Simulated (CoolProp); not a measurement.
Vapour-liquid equilibrium of diethyl ether (1) + acetone (2) at 406.4 K; x and y are mole fractions of (1).

Values from CoolProp's multi-fluid Helmholtz-energy mixture model, Thol 2014 and Lemmon 2006; pair parameters Bell 2016.

```tsv
x	bubble pressure (MPa)	y at the bubble point	dew pressure at overall composition x (MPa)	liquid density (mol/L)
0.05	0.8539	0.088	0.8348	10.88
0.15	0.9384	0.240	0.8869	10.40
0.25	1.018	0.365	0.9445	9.941
0.35	1.089	0.470	1.008	9.514
0.45	1.152	0.559	1.076	9.113
0.55	1.204	0.638	1.145	8.741
0.65	1.248	0.713	1.212	8.398
0.75	1.281	0.786	1.266	8.087
0.85	1.304	0.863	1.301	7.809
0.95	1.313	0.950	1.313	7.566
```

No azeotrope shows between x = 0.05 and 0.95.

The pair parameters rest on a limited set of measurements; away from them the model extrapolates.
